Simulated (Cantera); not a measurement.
A closed system holds: 1 mol Si2H6, 0.23 mol HCl, 21 mol N2, equilibrated at 1.90 bar.

Method: chemical equilibrium by Gibbs-energy minimisation in Cantera with the NASA 1993 tables (ideal gas, pure condensed phases). Candidate condensed phases: NH4Cl, Si, Si3N4; 28 gas species. The feed counts by its element totals alone. N2 is the only nitrogen source here; it is nearly inert below about 1500 K, so the nitride shown seldom forms there in practice. Rates play no part. All values below are at 1000 K.

Base state: N2 0.859, H2 0.131, HCl 0.0100, NH3 4.86e-5 (mole fractions); condensed: Si3N4(s).

What changes in the equilibrium state with this change: Si2H6 replaced by Si3H8?


```tsv
species	before	after
N2	0.859	0.818
H2	0.131	0.172
HCl	0.0100	0.00990
NH3	4.86e-5	7.14e-5
Si3N4(s), mol	0.667	1.000
```
